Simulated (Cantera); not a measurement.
A Cantera script and what it prints.

```python
import numpy as np
import cantera as ct

gas_names = """
    B BN BO BO2 B2 B2O B2O2 B2O3 N NO NO2 NO3 N2 N2O O O2 O3
""".split()
cond_names = """
    B(b) B(L) BN(s) B2O3(L)
""".split()


def load(file, names, dense=False):
    # The tables refer to 1 bar. Condensed volumes are neglected.
    table = {s.name: s for s in ct.Species.list_from_file(file)}
    out = []
    for n in names:
        d = dict(table[n].input_data)
        d["thermo"] = dict(d["thermo"], **{"reference-pressure": 1e5})
        if dense:
            d["equation-of-state"] = {"model": "constant-volume", "density": "1e6 g/cm^3"}
        out.append(ct.Species.from_dict(d))
    return out


gas = ct.Solution(thermo="ideal-gas", species=load("nasa_gas.yaml", gas_names))
cond = {s.name: ct.Solution(thermo="fixed-stoichiometry", species=[s], name=s.name)
        for s in load("nasa_condensed.yaml", cond_names, dense=True)}
atoms = {
    'B2O3': {'B': 2, 'O': 3},
    'N2': {'N': 2},
}
top_T = {'BN(s)': 3200}  # K; cautious upper limits of use, not melting points


def equilibrate(T, P, feed):
    n = {}
    for name, mol in feed.items():
        for a, k in atoms[name].items():
            n[a] = n.get(a, 0.0) + k * mol
    gas.TPX = T, P, n
    mass = sum(n.values()) * gas.mean_molecular_weight
    gas.equilibrate("TP")
    valid = [c for c in cond.values() if c.min_temp <= T <= top_T.get(c.name, c.max_temp)]
    mix = ct.Mixture([(gas, mass / gas.mean_molecular_weight)] + [(c, 0.0) for c in valid])
    mix.T, mix.P = T, P
    mix.equilibrate("TP", solver="vcs", rtol=1e-11, max_steps=5000)
    return mix


results = []
feed = {'B2O3': 1, 'N2': 16}  # mol
P = 10000  # Pa
for T in [1248, 1323, 1398, 1473, 1548, 1623, 1698, 1773, 1848, 1923, 1998]:
    mix = equilibrate(T, P, feed)
    results.append((T, P, feed, dict(zip(mix.species_names, mix.species_moles))))

top = {s: max(r[3][s] / sum(r[3][g] for g in gas_names) for r in results) for s in gas_names}
cols = sorted((s for s in top if top[s] > 1e-05), key=lambda s: -top[s])[:7]
seen = [c for c in cond_names if any(r[3].get(c, 0) > 1e-12 for r in results)]
print("log10 of partial pressures in bar; condensed amounts in mol")
print(f"{'T/K':>10s}" + "".join(f"{s[:9]:>10s}" for s in cols + seen))
for T, P, feed, n in results:
    ng = sum(n[g] for g in gas_names)
    print(f"{T:10.4g}" + "".join(f"{np.log10(max(n[s] / ng * P / 1e5, 1e-99)):10.3f}" for s in cols)
          + "".join(f"{n.get(c, 0):10.4g}" for c in seen))
```

Result:

```
log10 of partial pressures in bar; condensed amounts in mol
       T/K        N2      B2O3       BO2        BO      B2O2        NO   B2O3(L)
      1248    -1.000    -7.382   -11.351   -11.270   -11.847   -11.819         1
      1323    -1.000    -6.459   -10.185   -10.208   -10.786   -10.837    0.9999
      1398    -1.000    -5.640    -9.166    -9.244    -9.805    -9.999    0.9996
      1473    -1.000    -4.908    -8.258    -8.375    -8.918    -9.257     0.998
      1548    -1.000    -4.251    -7.444    -7.590    -8.113    -8.594     0.991
      1623    -1.001    -3.658    -6.709    -6.877    -7.380    -7.998    0.9647
      1698    -1.003    -3.120    -6.042    -6.227    -6.712    -7.459    0.8776
      1773    -1.010    -2.631    -5.434    -5.633    -6.101    -6.971    0.6159
      1848    -1.026    -2.231    -4.906    -5.108    -5.579    -6.537         0
      1923    -1.026    -2.232    -4.635    -4.777    -5.403    -6.194         0
      1998    -1.026    -2.234    -4.382    -4.475    -5.249    -5.869         0
```

Equilibrium computed with Cantera from the NASA thermochemical tables; the gas is ideal and each condensed phase is pure.
